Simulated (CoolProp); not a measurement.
A closed Brayton cycle with carbon dioxide: compressor inlet 311.15 K and 9.6 MPa, high pressure 22.1 MPa, turbine inlet 760 K, compressor efficiency 0.89, turbine efficiency 0.85, recuperator effectiveness 0.8 (on enthalpy, no pinch check). Each further row changes one setting.

The numbers come from the reference Helmholtz-energy equation of state, Span 1996 in CoolProp.

```tsv
case	thermal efficiency (%)	net work (kJ/kg)	compressor to turbine work	compressor exit (K)	turbine exit (K)
as stated	…	75.2	0.21	336.6	668.8
turbine inlet 710 K	24.7	…	…	336.6	622.0
compressor inlet 321.15 K	…	64.8	0.32	373.6	668.8
high pressure 18.8 MPa	23.1	…	0.19	331.1	686.2
recuperator effectiveness 0.5	…	75.2	0.21	336.6	668.8
```

Question: Some entries are withheld; supply them.

Answer: 
- as stated, thermal efficiency (%): 25.7
- turbine inlet 710 K, net work (kJ/kg): 67.8
- turbine inlet 710 K, compressor to turbine work: 0.23
- compressor inlet 321.15 K, thermal efficiency (%): 25.2
- high pressure 18.8 MPa, net work (kJ/kg): 62.9
- recuperator effectiveness 0.5, thermal efficiency (%): 18.0
